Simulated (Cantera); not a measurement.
A perfectly stirred reactor is fed with 7.90 % H2, 9.16 % O2, 82.9 % N2, equivalence ratio 0.43, at 1.00 bar; it is adiabatic with a 475 K inlet, and is followed from long to short residence time, starting on the burning branch (τ in s: 0.14, 0.044, 0.014, 0.0044, 0.0014, 0.00044, 0.00014, 4.4e-05, 1.4e-05).

Cantera simulation using GRI-Mech 3.0 (53 species, 325 reactions); the numbers are that mechanism's predictions, not measurements.

x: mole fraction; the columns are a selection and need not sum to one.

```tsv
τ (s)	T (K)	x H2	x O2	x NO2	x O	x N2O
0.14	1092	0.000972	0.0547	2.16e-9	1.76e-5	4.00e-7
0.044	1085	___	0.0551	___	___	___
0.014	1070	0.00387	0.0560	7.96e-10	6.93e-5	1.64e-7
0.0044	475	0.0790	0.0916	<1e-12	<1e-12	<1e-12
0.0014	475	0.0790	0.0916	<1e-12	<1e-12	<1e-12
0.00044	475	0.0790	0.0916	<1e-12	<1e-12	<1e-12
0.00014	475	0.0790	0.0916	<1e-12	<1e-12	<1e-12
4.4e-5	475	0.0790	0.0916	<1e-12	<1e-12	<1e-12
1.4e-5	475	0.0790	0.0916	<1e-12	<1e-12	<1e-12
```

Question: Fill in the missing entries.

Answer: 
- 0.044, x H2: 0.00189
- 0.044, x NO2: 1.19e-9
- 0.044, x O: 3.72e-5
- 0.044, x N2O: 2.77e-7
